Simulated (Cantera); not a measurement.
**Titanium nitride, carbide and oxide coatings: TiCl4 + CH4**

Input: 1 mol TiCl4, 1.6 mol CH4, equilibrated at 1550 K.

Cantera equilibrium calculation (NASA polynomials, part measured and part estimated; ideal gas, pure solids and liquids). Candidate condensed phases: C, C6H6, C7H8, C8H18, Ti, TiC, TiCl2, TiCl3, TiCl4; 96 gas species. The tables' values for TiCl2 are old estimates; treat these amounts as uncertain. TiC: taken at fixed stoichiometry. Rates play no part.

```
P (Pa)  x HCl   x H2   x TiCl4  x TiCl3      x Cl       x H   x TiCl2     x CH4  n C(graphite)  n TiC(s)
------  -----  -----  --------  -------  --------  --------  --------  --------  -------------  --------
10      0.737  0.247  0.000309  0.00923   0.00372   0.00157  0.000657   1.25e-8          0.653     0.947
32      0.724  0.257  0.000849   0.0147   0.00200  0.000893  0.000609   4.31e-8          0.684     0.916
100     0.702  0.272   0.00211   0.0220   0.00107  0.000519  0.000543   1.50e-7          0.726     0.874
320     0.671  0.292   0.00488   0.0308  0.000552  0.000301  0.000462   5.54e-7          0.784     0.816
1000    0.631  0.318    0.0101   0.0398  0.000281  0.000178  0.000375   2.06e-6          0.854     0.746
3200    0.581  0.351    0.0190   0.0480  0.000138  0.000104  0.000288   8.02e-6          0.936     0.664
10000   0.525  0.389    0.0321   0.0535   6.69e-5   6.21e-5  0.000212   3.08e-5           1.02     0.578
32000   0.462  0.432    0.0500   0.0557   3.12e-5   3.66e-5  0.000148  0.000121           1.11     0.490
100000  0.398  0.476    0.0709   0.0545   1.45e-5   2.17e-5   9.95e-5  0.000461           1.19     0.406
```
x: gas mole fraction; n: condensed amount in mol.

From 0.0750 Torr to 750 Torr the condensed part is C(graphite) + TiC(s). The main Ti-bearing gas is TiCl3 at 0.0750 Torr and TiCl4 at 750 Torr. The share of Ti in condensed phases is highest at 0.0750 Torr (94.7 %) and lowest at 750 Torr (40.6 %).
